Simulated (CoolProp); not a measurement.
Toluene along the isobar 5.29 MPa: density (kg/m³) from the reference equation and from simpler models built on Tc = 318.6 °C, pc = 4.126 MPa, ω = 0.266; each cubic takes its own stable root.

Model: reference Helmholtz-energy equation of state, Lemmon 2006, in CoolProp. It is a short technical equation, of lower accuracy than the large ones.

| T (°C) | phase | reference |
|---|---|---|
| -4.05 | liquid | 892.6 |
| 10.35 | liquid | 879.5 |
| 24.75 | liquid | 866.5 |
| 39.15 | liquid | 853.4 |
| 53.55 | liquid | 840.2 |
| 67.85 | liquid | 826.9 |
| 82.25 | liquid | 813.4 |
| 96.65 | liquid | 799.7 |
| 111.05 | liquid | 785.7 |

Q: How far does each simpler model (van der Waals, Redlich-Kwong, Soave-Redlich-Kwong, Peng-Robinson) lie from the reference over these 9 states: mean and median of the absolute difference, and the worst?

A: 
- van der Waals: mean 40.3 %, median 40.3 %, worst -41.0 % at -4.05 °C and 5.29 MPa
- Redlich-Kwong: mean 12.7 %, median 12.6 %, worst -12.9 % at -4.05 °C and 5.29 MPa
- Soave-Redlich-Kwong: mean 10.6 %, median 10.4 %, worst -11.5 % at -4.05 °C and 5.29 MPa
- Peng-Robinson: mean 0.8 %, median 0.8 %, worst +1.5 % at 111.05 °C and 5.29 MPa
